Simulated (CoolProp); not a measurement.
Vapour-liquid equilibrium of R113 (1) + ethanol (2) at 441.7 K; x and y are mole fractions of (1).

Values from CoolProp's multi-fluid Helmholtz-energy mixture model, Marx 1992 and Schroeder 2014; pair parameters Bell 2016.

**Question.** Give the bubble pressure and the first vapour's composition at x = 0.05, 0.2, 0.95. Is there an azeotrope?

**Answer.** x = 0.05: 1744 kPa, y = 0.136; x = 0.2: 2108 kPa, y = 0.338; x = 0.95: 1836 kPa, y = 0.903. y crosses x between x = 0.5 and 0.575: the model has an azeotrope there.

The pair parameters rest on a limited set of measurements; away from them the model extrapolates.
